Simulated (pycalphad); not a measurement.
CALPHAD calculation (pycalphad, COST 507 light-alloy database (1999)), 1 atm. These are 1990s assessments: newer ones move some temperatures and phases. Phase fractions are per mole of atoms.

Give the equilibrium state of Si-11.35Y (at.%) at 850 K.


```
T = 850.00 K, P = 101325 Pa, N = 1 mol of atoms
G = -48099 J/mol, H = -11535 J/mol, S = 43.02 J/(mol K)  (SER reference)
chemical potentials (J/mol): Si -23592, Y -239511
phase             fraction      x(Si)       x(Y)
DIAMOND_A4          0.6595     1.0000       none
SI2Y_R              0.3405     0.6667     0.3333
```

Database names, with the compositions (at.%) that they take in these runs: SI2Y_R: Si 67 Y 33. DIAMOND_A4 is diamond (Si). An entry "none" or "no" means that the model of the phase leaves that element out.
